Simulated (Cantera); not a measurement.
## N2O furnace oxynitridation

An isothermal, constant-pressure homogeneous reactor starts with 76.9 % N2O, 23.1 % O2, at 1498 K and 1.01 bar.

Detailed kinetics in Cantera: GRI-Mech 3.0 (53 species, 325 reactions). GRI-Mech 3.0 was tuned for natural gas; its chemistry of N2O as a main component is partial and can be far from experiment. The temperature is held fixed by assumption; the heat of reaction is taken as removed at once.

| t (s) | x N2O | x O2 | x NO2 | x N2 | x NO |
|---|---|---|---|---|---|
| 7.00e-5 | 0.765 | 0.231 | 3.44e-7 | 0.00247 | 0.000678 |
| 0.000208 | 0.758 | 0.233 | 2.91e-6 | 0.00741 | 0.00207 |
| 0.000619 | 0.735 | 0.237 | 1.95e-5 | 0.0217 | 0.00607 |
| 0.00184 | 0.673 | 0.249 | 8.90e-5 | 0.0610 | 0.0170 |
| 0.00548 | 0.526 | 0.277 | 0.000266 | 0.155 | 0.0423 |
| 0.0163 | 0.278 | 0.326 | 0.000548 | 0.313 | 0.0822 |
| 0.0485 | 0.0665 | 0.371 | 0.000740 | 0.453 | 0.108 |
| 0.144 | 0.00332 | 0.388 | 0.000794 | 0.498 | 0.110 |
| 0.429 | 5.19e-6 | 0.389 | 0.000811 | 0.500 | 0.110 |
| 1.28 | 4.01e-6 | 0.389 | 0.000809 | 0.500 | 0.110 |
| 3.80 | 3.97e-6 | 0.389 | 0.000805 | 0.501 | 0.109 |
| 11.3 | 3.84e-6 | 0.390 | 0.000793 | 0.502 | 0.108 |
| 33.6 | 3.50e-6 | 0.393 | 0.000759 | 0.504 | 0.103 |
| 100 | 2.72e-6 | 0.399 | 0.000672 | 0.510 | 0.0902 |
x: mole fraction; the columns are a selection and need not sum to one.

Equilibrium at this temperature and pressure: N2O 7.70e-8, O2 0.444, NO2 1.17e-5, N2 0.555, NO 0.00149 (gas phase only).
